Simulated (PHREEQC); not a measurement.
Consider water at 25 °C with 0.027 mol/kgw Cu(BF4)2, 0.0048 mol/kgw HNO3 and 0.005 mol/kgw Na2SO4. Closed to the air; pH follows from the charge balance.

Model: ion-association model, wateq4f.dat, run in PHREEQC.

This is a speciation only: nothing precipitates in the calculation.

Predict the pH, ionic strength.

pH 2.40; ionic strength 0.0918 mol/kgw.

In which forms is B present?

BF4- 92 %, BF3OH- 4.7 %, H3BO3 2.7 %, BF2(OH)2- 0.9 % of the B.

Real BF4- forms and hydrolyses slowly; the run takes it at equilibrium.
